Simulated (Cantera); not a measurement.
A freely propagating, adiabatic, planar premixed flame of H2 : O2 : N2 = 1 : 0.179 : 0.671 (molar parts), equivalence ratio 2.8, unburnt at 400 K and 3750 Torr; multicomponent+Soret transport, grid criteria slope 0.08 and curve 0.16, no radiation.

Cantera simulation using the H2/O2 subset of GRI-Mech 3.0, which has no nitrogen chemistry; the numbers are that mechanism's predictions, not measurements. The hydrogen kinetics of GRI-Mech 3.0 are dated; newer H2 mechanisms differ, most at raised pressure. Burning velocities carry a grid error of a few per cent, more on coarse grids.

x: mole fraction of selected species; z is measured from the peak of heat release.

```
z (mm)   T (K)  u (m/s)   x H2      x O2    x H2O       x O     x HO2      x H
-------  -----  -------  -----  --------  -------  --------  --------  -------
-0.165     400     3.29  0.541    0.0968    <1e-8     <1e-8     <1e-8    <1e-8
-0.110     400     3.28  0.540    0.0968  2.14e-7     <1e-8     <1e-8    <1e-8
-0.0825    401     3.28  0.539    0.0970  2.02e-6     <1e-8   9.24e-8    <1e-8
-0.0550    405     3.28  0.533    0.0984  4.47e-5   5.37e-8   2.67e-6    <1e-8
-0.0275    [?]     4.00  0.489     0.104  0.00662   8.05e-6  0.000598  3.49e-5
-0.0137    [?]     6.31  0.461    0.0906   0.0396  0.000121  0.000691  0.00212
0          [?]     8.92  0.428    0.0630   0.0944  0.000494  0.000305   0.0107
0.0137     [?]     10.7  0.393    0.0338    0.149  0.000699  0.000141   0.0219
0.0275    1575     11.7  0.371    0.0149    0.184  0.000478   5.92e-5   0.0285
0.0550    1687     12.6  0.360   0.00246    0.208  0.000133   9.24e-6   0.0291
0.110     1765     13.1  0.363  0.000139    0.213   4.09e-5   5.04e-7   0.0222
0.220     1825     13.5  0.369   6.65e-6    0.214   1.74e-5   3.62e-8   0.0143
0.440     1867     13.8  0.373   1.80e-6    0.215   6.41e-6   1.22e-8  0.00843
```

**Question.** Fill in the missing entries.

**Answer.** 
- -0.0275, T (K): 531
- -0.0137, T (K): 853
- 0, T (K): 1204
- 0.0137, T (K): 1442
